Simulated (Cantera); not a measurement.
An adiabatic, constant-volume homogeneous reactor starts with H2 : O2 : N2 = 1 : 1.04 : 3.92 (molar parts), at 1725 K and 750 Torr. Integrator tolerance rtol = 1e-08.

Computed with Cantera and the H2/O2 subset of GRI-Mech 3.0, which has no nitrogen chemistry.

**Question.** What does this change do: initial temperature 1725 to 1000 K?

**Answer.** 
| quantity | before | after |
|---|---|---|
| time of steepest temperature rise | 7.81 µs | 0.297 ms |
| temperature at 1.00 s | 2778 K | 2422 K |
| equilibrium temperature | 2778 K | 2422 K |
| x(H2) at 1.00 s | 0.00844 (gas-phase equilibrium 0.00844) | 0.00154 (gas-phase equilibrium 0.00154) |
| x(O2) at 1.00 s | 0.0891 (gas-phase equilibrium 0.0891) | 0.0958 (gas-phase equilibrium 0.0958) |
| x(H2O2) at 1.00 s | 6.81e-7 (gas-phase equilibrium 6.81e-7) | 4.81e-7 (gas-phase equilibrium 4.81e-7) |
| x(O) at 1.00 s | 0.0122 (gas-phase equilibrium 0.0122) | 0.00204 (gas-phase equilibrium 0.00204) |
| x(OH) at 1.00 s | 0.0286 (gas-phase equilibrium 0.0286) | 0.0101 (gas-phase equilibrium 0.0101) |
| x(HO2) at 1.00 s | 1.98e-5 (gas-phase equilibrium 1.98e-5) | 1.04e-5 (gas-phase equilibrium 1.04e-5) |

**Question.** What does this change do: N2 3.92 to 8.4 parts?

**Answer.** 
| quantity | before | after |
|---|---|---|
| time of steepest temperature rise | 7.81 µs | 13.6 µs |
| temperature at 1.00 s | 2778 K | 2467 K |
| equilibrium temperature | 2778 K | 2467 K |
| x(H2) at 1.00 s | 0.00844 (gas-phase equilibrium 0.00844) | 0.00179 (gas-phase equilibrium 0.00179) |
| x(O2) at 1.00 s | 0.0891 (gas-phase equilibrium 0.0891) | 0.0519 (gas-phase equilibrium 0.0519) |
| x(H2O2) at 1.00 s | 6.81e-7 (gas-phase equilibrium 6.81e-7) | 1.64e-7 (gas-phase equilibrium 1.64e-7) |
| x(O) at 1.00 s | 0.0122 (gas-phase equilibrium 0.0122) | 0.00241 (gas-phase equilibrium 0.00241) |
| x(OH) at 1.00 s | 0.0286 (gas-phase equilibrium 0.0286) | 0.00825 (gas-phase equilibrium 0.00825) |
| x(HO2) at 1.00 s | 1.98e-5 (gas-phase equilibrium 1.98e-5) | 4.81e-6 (gas-phase equilibrium 4.81e-6) |

**Question.** What does this change do: O2 1.04 to 1.3 parts?

**Answer.** 
```json
[
 {"quantity": "time of steepest temperature rise", "before": "7.81 µs", "after": "7.27 µs"},
 {"quantity": "temperature at 1.00 s", "before": "2778 K", "after": "2746 K"},
 {"quantity": "equilibrium temperature", "before": "2778 K", "after": "2746 K"},
 {"quantity": "x(H2) at 1.00 s", "before": "0.00844 (gas-phase equilibrium 0.00844)", "after": "0.00605 (gas-phase equilibrium 0.00605)"},
 {"quantity": "x(O2) at 1.00 s", "before": "0.0891 (gas-phase equilibrium 0.0891)", "after": "0.128 (gas-phase equilibrium 0.128)"},
 {"quantity": "x(H2O2) at 1.00 s", "before": "6.81e-7 (gas-phase equilibrium 6.81e-7)", "after": "7.43e-7 (gas-phase equilibrium 7.43e-7)"},
 {"quantity": "x(O) at 1.00 s", "before": "0.0122 (gas-phase equilibrium 0.0122)", "after": "0.0129 (gas-phase equilibrium 0.0129)"},
 {"quantity": "x(OH) at 1.00 s", "before": "0.0286 (gas-phase equilibrium 0.0286)", "after": "0.0285 (gas-phase equilibrium 0.0285)"},
 {"quantity": "x(HO2) at 1.00 s", "before": "1.98e-5 (gas-phase equilibrium 1.98e-5)", "after": "2.38e-5 (gas-phase equilibrium 2.38e-5)"}
]
```
